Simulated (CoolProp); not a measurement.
Vapour-liquid equilibrium of diethyl ether (1) + benzene (2) at 0.65 MPa; x and y are mole fractions of (1).

Computed with CoolProp (multi-fluid Helmholtz-energy mixture model, Thol 2014 and Thol 2012; pair parameters Bell 2016).

```json
[
 {"x": "0.05", "bubble temperature, mixture model (°C)": "151.1", "bubble temperature, Raoult's law (°C)": "150.6", "y, mixture model": "0.119", "y, Raoult's law": "0.139"},
 {"x": "0.15", "bubble temperature, mixture model (°C)": "143.1", "bubble temperature, Raoult's law (°C)": "141.9", "y, mixture model": "(withheld)", "y, Raoult's law": "0.356"},
 {"x": "0.25", "bubble temperature, mixture model (°C)": "136.0", "bubble temperature, Raoult's law (°C)": "134.5", "y, mixture model": "0.469", "y, Raoult's law": "0.516"},
 {"x": "0.35", "bubble temperature, mixture model (°C)": "129.6", "bubble temperature, Raoult's law (°C)": "128.0", "y, mixture model": "0.592", "y, Raoult's law": "0.638"},
 {"x": "0.45", "bubble temperature, mixture model (°C)": "123.8", "bubble temperature, Raoult's law (°C)": "122.3", "y, mixture model": "0.692", "y, Raoult's law": "0.732"},
 {"x": "0.55", "bubble temperature, mixture model (°C)": "118.6", "bubble temperature, Raoult's law (°C)": "117.2", "y, mixture model": "0.773", "y, Raoult's law": "0.806"},
 {"x": "0.65", "bubble temperature, mixture model (°C)": "113.8", "bubble temperature, Raoult's law (°C)": "112.7", "y, mixture model": "0.840", "y, Raoult's law": "0.865"},
 {"x": "0.75", "bubble temperature, mixture model (°C)": "109.4", "bubble temperature, Raoult's law (°C)": "108.5", "y, mixture model": "(withheld)", "y, Raoult's law": "0.913"},
 {"x": "0.85", "bubble temperature, mixture model (°C)": "(withheld)", "bubble temperature, Raoult's law (°C)": "104.8", "y, mixture model": "0.943", "y, Raoult's law": "0.953"},
 {"x": "0.95", "bubble temperature, mixture model (°C)": "101.5", "bubble temperature, Raoult's law (°C)": "101.3", "y, mixture model": "0.982", "y, Raoult's law": "0.986"}
]
```

Question: Fill in the missing entries.

Answer: 
- 0.15, y, mixture model: 0.315
- 0.75, y, mixture model: 0.896
- 0.85, bubble temperature, mixture model (°C): 105.3

The largest gap from Raoult's law is +1.6 K in bubble temperature, at x = 0.35. No azeotrope shows between x = 0.05 and 0.95.

The pair parameters rest on a limited set of measurements; away from them the model extrapolates.
